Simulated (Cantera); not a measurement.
Feed: 1 mol AlCl3, 0.48 mol O2, a varied amount of N2, at 1175 K and 0.100 bar.

Cantera equilibrium calculation (NASA polynomials, part measured and part estimated; ideal gas, pure solids and liquids). Candidate condensed phases: Al, AlCl3, AlN, Al2O3; 24 gas species. The numbers say what is thermodynamically allowed, not how fast it happens.

Question: At 960 mol N2, list the 4 most abundant gas species with their mole fractions, and the condensed phases.

Answer: N2 0.998, Cl2 0.000833, AlCl3 0.000374, Cl 0.000330. Condensed: Al2O3(s).
